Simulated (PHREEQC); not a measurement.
A solution holds 0.00027 mol/kgw CO2 and 0.024 mol/kgw Ca(NO3)2, at 25 °C. Closed to the air; pH follows from the charge balance.

Computed with PHREEQC (ion-association model, phreeqc.dat).

Precipitation was switched off in this run.

Predict the pH, density.

pH 4.93; density 1.000 g/cm³.

In which forms is C present?

CO2 95 %, HCO3- 4.6 %, CaHCO3+ 0.6 % of the C.
